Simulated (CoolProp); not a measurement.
Vapour-liquid equilibrium of carbon dioxide (1) + carbonyl sulfide (2) at 0.673 MPa; x and y are mole fractions of (1).

Computed with CoolProp (multi-fluid Helmholtz-energy mixture model, Span 1996 and Lemmon 2006; pair parameters Bell 2016).

Question: Give the bubble temperature and the first vapour's composition at x = 0.05, 0.35, 0.95. Is there an azeotrope?

Answer: x = 0.05: 263.8 K, y = 0.287; x = 0.35: 237.2 K, y = 0.781; x = 0.95: 223.6 K, y = 0.981. No azeotrope shows between x = 0.05 and 0.95.

The pair parameters rest on a limited set of measurements; away from them the model extrapolates.
